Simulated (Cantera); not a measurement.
**Ignition delay**

Mixture: 2.21 % C3H8, 20.8 % O2, 77.0 % N2, equivalence ratio 0.53, at 21.0 bar, adiabatic and at constant pressure. Ignition delay is the time to a rise of 400 K.

Detailed kinetics in Cantera: GRI-Mech 3.0 (53 species, 325 reactions). GRI-Mech 3.0 was tuned for natural gas; its chemistry of propane as a main component is partial and can be far from experiment. The pressure lies above the range GRI-Mech 3.0 was tuned for (to about 10 atm).

```
T0 (K)  delay (ms)
------  ----------
1023          18.6
1123          3.09
1223         0.585
1323         0.126
1423        0.0326
1523        0.0107
1623       0.00434
1723       0.00214
1823       0.00122
```

```json
{
  "apparent activation energy between 1623 and 1823 K": "160 kJ/mol"
}
```
